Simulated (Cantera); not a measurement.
A diamond (100) surface in a fixed gas of H2 with x(CH4) = 0.028, x(H) = 0.00073, at 1300 K, 71.3 Torr; coverages are run to steady state.

Cantera simulation using the Harris–Goodwin 1993 mechanism for the reconstructed diamond (100) surface; the numbers are that mechanism's predictions, not measurements.

θ: site fractions in the mechanism's names (c6HH fully hydrogenated, c6H* and c6*H radical sites, c6** diradical, c6HM methylated).

```csv
x(CH3),growth (µm/h),θ c6HH,θ c6H*,θ c6*H,θ c6**,θ c6HM
1e-06,?,0.441,0.0457,0.488,0.0251,3.56e-6
2.8e-06,?,0.441,0.0457,0.488,0.0251,9.96e-6
7.9e-06,?,0.441,0.0457,0.488,0.0251,2.81e-5
2.2e-05,?,0.441,0.0456,0.488,0.0250,7.82e-5
6.2e-05,?,0.441,0.0456,0.487,0.0249,0.000220
0.00017,?,0.441,0.0455,0.486,0.0244,0.000599
0.00049,?,0.439,0.0453,0.484,0.0230,0.00169
0.0014,?,0.436,0.0448,0.479,0.0199,0.00463
0.0038,?,0.428,0.0437,0.467,0.0146,0.0115
```

Problem. Some entries are withheld; supply them.

Solution. 
- 1e-06, growth (µm/h): 0.00850
- 2.8e-06, growth (µm/h): 0.0238
- 7.9e-06, growth (µm/h): 0.0670
- 2.2e-05, growth (µm/h): 0.186
- 6.2e-05, growth (µm/h): 0.522
- 0.00017, growth (µm/h): 1.41
- 0.00049, growth (µm/h): 3.85
- 0.0014, growth (µm/h): 9.70
- 0.0038, growth (µm/h): 20.3
